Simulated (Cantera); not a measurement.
What does this Cantera script print?

```python
import numpy as np
import cantera as ct

gas = ct.Solution("gri30.yaml")


def delay(T, t_max=10):
    gas.TPX = T, 500000, {'CH4': 1, 'O2': 1.82, 'N2': 6.84}
    reactor = ct.IdealGasReactor(gas, clone=False)
    net = ct.ReactorNet([reactor])
    net.rtol, net.atol = 1e-8, 1e-16
    while net.time < t_max:
        t_old, T_old = net.time, reactor.T
        net.step()
        if reactor.T > T + 400:  # ignition: a rise of 400 K
            return t_old + (T + 400 - T_old) / (reactor.T - T_old) * (net.time - t_old)
    return np.nan


taus = []
for T in [1198, 1273, 1348, 1423, 1498]:
    taus.append(delay(T))
    print(f"T0 = {T:6g} K   tau = {taus[-1]:.4e} s")

# d ln(tau) / d ln(k), from doubling and halving each rate constant
T, sens = 1273, []
for i in range(gas.n_reactions):
    gas.set_multiplier(2.0, i)
    up = delay(T)
    gas.set_multiplier(0.5, i)
    down = delay(T)
    gas.set_multiplier(1.0, i)
    sens.append((np.log(up / down) / np.log(4.0), gas.reaction(i).equation))
sens.sort(key=lambda x: -abs(x[0]))
print(f"sensitivities at {T} K")
for s, eq in sens[:10]:
    print(f"{s:8.3f}  {eq}")
```

It prints:

```
T0 =   1198 K   tau = 1.0249e-02 s
T0 =   1273 K   tau = 3.9810e-03 s
T0 =   1348 K   tau = 1.6465e-03 s
T0 =   1423 K   tau = 7.2046e-04 s
T0 =   1498 K   tau = 3.3232e-04 s
sensitivities at 1273 K
   0.542  2 CH3 (+M) <=> C2H6 (+M)
  -0.356  CH3 + O2 <=> CH3O + O
  -0.338  CH3 + O2 <=> CH2O + OH
  -0.310  CH2O + O2 <=> HCO + HO2
  -0.277  CH3 + HO2 <=> CH3O + OH
   0.237  CH4 + H <=> CH3 + H2
  -0.195  H + O2 <=> O + OH
  -0.158  CH2O + CH3 <=> CH4 + HCO
  -0.152  CH3O + O2 <=> CH2O + HO2
   0.126  CH2O + H (+M) <=> CH3O (+M)
```

Detailed kinetics in Cantera: GRI-Mech 3.0 (53 species, 325 reactions).
